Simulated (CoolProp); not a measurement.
The fluid at 295 K and 6.02 MPa expands adiabatically to 1.69 MPa with isentropic efficiency 0.85. The same conditions are run with several fluids, on thermodynamics alone (safety and materials aside).

Values from CoolProp's reference Helmholtz-energy equation of state of each fluid (fluorine: de Reuck 1990; C2F6 (R116): Lemmon 2006; oxygen: Schmidt 1985; dry air: Lemmon 2000; nitrogen: Span 2000). Blends and air are pseudo-pure fits.

```json
[
 {"fluid": "fluorine", "work (kJ/kg)": "56.9", "final temperature (K)": "218.5", "final phase": "gas", "final density (kg/m³)": "[?]"},
 {"fluid": "C2F6 (R116)", "work (kJ/kg)": "4.20", "final temperature (K)": "269.9", "final phase": "two-phase, vapour fraction 0.357", "final density (kg/m³)": "[?]"},
 {"fluid": "oxygen", "work (kJ/kg)": "66.0", "final temperature (K)": "214.8", "final phase": "gas", "final density (kg/m³)": "31.5"},
 {"fluid": "dry air", "work (kJ/kg)": "[?]", "final temperature (K)": "[?]", "final phase": "gas", "final density (kg/m³)": "[?]"},
 {"fluid": "nitrogen", "work (kJ/kg)": "77.1", "final temperature (K)": "215.3", "final phase": "gas", "final density (kg/m³)": "27.2"}
]
```

Question: What belongs in the gaps?

Answer: 
- fluorine, final density (kg/m³): 36.4
- C2F6 (R116), final density (kg/m³): 356
- dry air, work (kJ/kg): 74.2
- dry air, final temperature (K): 215.1
- dry air, final density (kg/m³): 28.2
